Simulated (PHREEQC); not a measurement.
Dissolve 0.0046 mol KH2PO4 per kg of water at 85 °C. It is in equilibrium with CO2 at log p = -1 (atm). Otherwise closed; pH follows from the charge balance.

Model: ion-association model, wateq4f.dat, run in PHREEQC.

### Question
The ionic strength comes out as 0.00464 mol/kgw. What activity coefficients do H+, HPO4-2, H2PO4-, K+, HCO3- get?

### Answer
H+ 0.93, HPO4-2 0.72, H2PO4- 0.92, K+ 0.92, HCO3- 0.92.

No solid was allowed to form. Species that the database lacks are ignored. H3PO4, which wateq4f.dat lacks, is added to it with the constant of phreeqc.dat. At this temperature some constants are extrapolated from 25 °C, and those without enthalpy data are left unchanged.
